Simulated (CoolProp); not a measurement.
Vapour-liquid equilibrium of dimethyl carbonate (1) + n-octane (2) at 63.65 °C; x and y are mole fractions of (1).

The numbers come from the multi-fluid Helmholtz-energy mixture model, Zhou 2011 and Beckmüller 2019; pair parameters Bell 2016 in CoolProp.

| x | bubble pressure (kPa) | y at the bubble point | dew pressure at overall composition x (kPa) | liquid density (mol/L) |
|---|---|---|---|---|
| 0.05 | 19.31 | 0.392 | 12.85 | 5.977 |
| 0.15 | 29.41 | 0.632 | 14.25 | 6.283 |
| 0.25 | 35.40 | 0.715 | 15.98 | 6.623 |
| 0.35 | 38.69 | 0.754 | 18.19 | 7.002 |
| 0.45 | 40.37 | 0.774 | 21.07 | 7.430 |
| 0.55 | 41.23 | 0.786 | 25.00 | 7.917 |
| 0.65 | 41.77 | 0.797 | 30.56 | 8.473 |
| 0.75 | 42.21 | 0.814 | 38.39 | 9.115 |
| 0.85 | 42.44 | 0.847 | 42.44 | 9.861 |
| 0.95 | 41.66 | 0.923 | 41.21 | 10.73 |

y crosses x between x = 0.75 and 0.85: the model has an azeotrope there.

Pair parameters are fitted to limited data, so mixtures are less certain than the pure fluids. With so large a gap from Raoult's law the liquid may split in two, which this calculation doesn't test in full.
